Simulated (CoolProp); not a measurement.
Ethylbenzene along the isotherm 620 K: Z from the reference equation and from simpler models built on Tc = 617.1 K, pc = 3622 kPa, ω = 0.304; each cubic takes its own stable root.

Model: reference Helmholtz-energy equation of state, Zhou 2012, in CoolProp.

```json
[
 {"p (kPa)": "115", "phase": "gas", "reference": "0.9887"},
 {"p (kPa)": "185", "phase": "gas", "reference": "0.9818"},
 {"p (kPa)": "299", "phase": "gas", "reference": "0.9704"},
 {"p (kPa)": "483", "phase": "gas", "reference": "0.9516"},
 {"p (kPa)": "780", "phase": "gas", "reference": "0.9204"},
 {"p (kPa)": "1260", "phase": "gas", "reference": "0.8669"},
 {"p (kPa)": "2040", "phase": "gas", "reference": "0.7681"},
 {"p (kPa)": "3290", "phase": "gas", "reference": "0.5353"},
 {"p (kPa)": "5320", "phase": "supercritical", "reference": "0.2315"},
 {"p (kPa)": "8590", "phase": "supercritical", "reference": "0.3358"},
 {"p (kPa)": "13900", "phase": "supercritical", "reference": "0.5036"},
 {"p (kPa)": "22400", "phase": "supercritical", "reference": "0.7595"},
 {"p (kPa)": "36200", "phase": "supercritical", "reference": "1.152"}
]
```

Problem. How far does each simpler model (van der Waals, Redlich-Kwong, Soave-Redlich-Kwong, Peng-Robinson) lie from the reference over these 13 states: mean and median of the absolute difference, and the worst?

Solution. 
- van der Waals: mean 18.8 %, median 4.5 %, worst +49.3 % at 620 K and 5320 kPa
- Redlich-Kwong: mean 6.4 %, median 1.4 %, worst +24.5 % at 620 K and 5320 kPa
- Soave-Redlich-Kwong: mean 6.6 %, median 1.5 %, worst +25.1 % at 620 K and 5320 kPa
- Peng-Robinson: mean 2.2 %, median 0.6 %, worst +13.0 % at 620 K and 5320 kPa
